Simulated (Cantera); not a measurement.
A freely propagating, adiabatic, planar premixed flame of 12.8 % CH₄, 18.3 % O₂, 68.8 % N₂, unburnt at 325 K and 105 Torr; mixture-averaged transport, grid criteria slope 0.08 and curve 0.16, no radiation.

Model: GRI-Mech 3.0 (53 species, 325 reactions), integrated in Cantera. Burning velocities carry a grid error of a few per cent, more on coarse grids.

x: mole fraction of selected species; z is measured from the peak of heat release.

```json
[
 {"z (mm)": "-9.85", "T (K)": "325", "u (m/s)": "0.376", "x CH₄": "0.128", "x O₂": "0.183", "x HO₂": "1.96e-8", "x C₂H₂": "<1e-8", "x H₂O": "1.56e-5", "x CH₂": "<1e-8"},
 {"z (mm)": "-6.57", "T (K)": "327", "u (m/s)": "0.380", "x CH₄": "0.127", "x O₂": "0.182", "x HO₂": "3.15e-7", "x C₂H₂": "9.37e-8", "x H₂O": "0.000214", "x CH₂": "<1e-8"},
 {"z (mm)": "-4.92", "T (K)": "338", "u (m/s)": "0.396", "x CH₄": "0.126", "x O₂": "0.180", "x HO₂": "2.25e-6", "x C₂H₂": "9.04e-7", "x H₂O": "0.00131", "x CH₂": "<1e-8"},
 {"z (mm)": "-3.28", "T (K)": "(withheld)", "u (m/s)": "0.537", "x CH₄": "0.116", "x O₂": "0.172", "x HO₂": "2.73e-5", "x C₂H₂": "2.01e-5", "x H₂O": "0.0130", "x CH₂": "<1e-8"},
 {"z (mm)": "-1.64", "T (K)": "(withheld)", "u (m/s)": "1.18", "x CH₄": "0.0770", "x O₂": "0.127", "x HO₂": "4.04e-5", "x C₂H₂": "0.000232", "x H₂O": "0.0668", "x CH₂": "1.44e-7"},
 {"z (mm)": "-0.821", "T (K)": "(withheld)", "u (m/s)": "1.70", "x CH₄": "0.0417", "x O₂": "0.0821", "x HO₂": "6.94e-5", "x C₂H₂": "0.000573", "x H₂O": "0.111", "x CH₂": "6.90e-6"},
 {"z (mm)": "0", "T (K)": "(withheld)", "u (m/s)": "2.14", "x CH₄": "0.0117", "x O₂": "0.0363", "x HO₂": "3.50e-5", "x C₂H₂": "0.00109", "x H₂O": "0.150", "x CH₂": "5.38e-5"},
 {"z (mm)": "0.821", "T (K)": "1861", "u (m/s)": "2.34", "x CH₄": "0.00162", "x O₂": "0.0114", "x HO₂": "4.14e-6", "x C₂H₂": "0.000741", "x H₂O": "0.170", "x CH₂": "4.75e-5"},
 {"z (mm)": "1.64", "T (K)": "1904", "u (m/s)": "2.39", "x CH₄": "0.000179", "x O₂": "0.00325", "x HO₂": "3.72e-7", "x C₂H₂": "0.000248", "x H₂O": "0.175", "x CH₂": "1.19e-5"},
 {"z (mm)": "3.28", "T (K)": "1919", "u (m/s)": "2.40", "x CH₄": "3.49e-6", "x O₂": "0.000501", "x HO₂": "4.49e-8", "x C₂H₂": "2.28e-5", "x H₂O": "0.174", "x CH₂": "4.70e-7"},
 {"z (mm)": "6.57", "T (K)": "1926", "u (m/s)": "2.41", "x CH₄": "1.98e-8", "x O₂": "0.000265", "x HO₂": "2.87e-8", "x C₂H₂": "3.40e-7", "x H₂O": "0.172", "x CH₂": "<1e-8"},
 {"z (mm)": "13.1", "T (K)": "1933", "u (m/s)": "2.41", "x CH₄": "<1e-8", "x O₂": "0.000222", "x HO₂": "2.47e-8", "x C₂H₂": "<1e-8", "x H₂O": "0.172", "x CH₂": "<1e-8"},
 {"z (mm)": "26.3", "T (K)": "1943", "u (m/s)": "2.42", "x CH₄": "<1e-8", "x O₂": "0.000167", "x HO₂": "1.94e-8", "x C₂H₂": "<1e-8", "x H₂O": "0.173", "x CH₂": "<1e-8"}
]
```

### Question
Some entries are withheld; supply them.

### Answer

- -3.28, T (K): 452
- -1.64, T (K): 969
- -0.821, T (K): 1369
- 0, T (K): 1705
